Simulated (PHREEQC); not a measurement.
0.12 g of hydrous ferric oxide (600 m²/g; 0.2 weak and 0.005 strong sites per Fe, Dzombak-Morel constants, diffuse double layer) in 1 kg of water with 0.005 mol/kgw of an inert sodium salt and 3.3e-05 mol/kgw Na2SeO4, at 25 °C; the pH is set by adding NaOH or the inert anion's acid. O2 is buffered at 0.21 atm. CO2 from the air is kept out. Precipitation was switched off in this run.

The series has 13 steps of pH, from 3 to 11.

Computed with PHREEQC (ion-association model, wateq4f.dat).

Problem. Near which pH is half of the Se sorbed, and on which side is more sorbed?

Solution. Near pH 6.3, with more sorbed at lower pH.

Species that the database lacks are ignored. The oxide is taken as insoluble; below pH 4 it would dissolve.
